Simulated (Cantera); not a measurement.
Charge: 1 mol CH₃Cl, at 10.0 Torr.

Cantera equilibrium calculation (NASA polynomials, part measured and part estimated; ideal gas, pure solids and liquids). Candidate condensed phases: C, C₆H₆, C₇H₈, C₈H₁₈; 91 gas species. Kinetics and transport are ignored.

log p: log10 of the partial pressure in bar; n: condensed amount in mol.

| T (K) | log p H₂ | log p HCl | log p H | log p Cl | log p C₂H₂ (acetylene) | log p C₂HCl | log p C₂H | n C(graphite) |
|---|---|---|---|---|---|---|---|---|
| 1450 | -2.18 | -2.18 | -6.11 | -6.20 | -7.49 | -10.71 | <-13 | 1.000 |
| 1550 | -2.18 | -2.18 | -5.59 | -5.69 | -6.97 | -9.99 | -12.98 | 1.000 |
| 1650 | -2.18 | -2.18 | -5.13 | -5.24 | -6.52 | -9.37 | -11.83 | 1.000 |
| 1750 | -2.18 | -2.18 | [?] | [?] | [?] | [?] | [?] | 1.000 |
| 1850 | -2.18 | -2.18 | -4.36 | -4.48 | -5.76 | -8.32 | -9.91 | 0.999 |
| 1950 | -2.18 | -2.18 | -4.03 | -4.16 | -5.44 | -7.88 | -9.10 | 0.999 |
| 2050 | -2.18 | -2.19 | -3.74 | -3.87 | -5.16 | -7.49 | -8.37 | 0.998 |
| 2150 | -2.19 | -2.20 | [?] | [?] | [?] | [?] | [?] | 0.996 |
| 2250 | -2.20 | -2.22 | -3.23 | -3.39 | -4.68 | -6.83 | -7.11 | 0.993 |
| 2350 | -2.22 | -2.25 | -3.01 | -3.19 | -4.48 | -6.56 | -6.56 | 0.989 |

**Question.** Fill in the missing entries.

**Answer.** 
- 1750, log p H: -4.72
- 1750, log p Cl: -4.84
- 1750, log p C₂H₂ (acetylene): -6.12
- 1750, log p C₂HCl: -8.81
- 1750, log p C₂H: -10.81
- 2150, log p H: -3.47
- 2150, log p Cl: -3.62
- 2150, log p C₂H₂ (acetylene): -4.90
- 2150, log p C₂HCl: -7.14
- 2150, log p C₂H: -7.71
